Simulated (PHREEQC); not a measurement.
**Copper plating or etch bath: an equilibrium model**

Make-up at 25 °C: 0.054 mol/kgw Cu(NO3)2, 0.035 mol/kgw HCl and 0.0017 mol/kgw Na2SO4. Closed to the air; pH follows from the charge balance.

Model: ion-association model, wateq4f.dat, run in PHREEQC.

No solid was allowed to form.

### Question
Estimate the pH.

### Answer
pH 1.56.

### Question
In which forms is Cl present?

### Answer
Cl- 96 %, CuCl+ 4.4 % of the Cl.

Complexes and solids missing from the database can't appear.
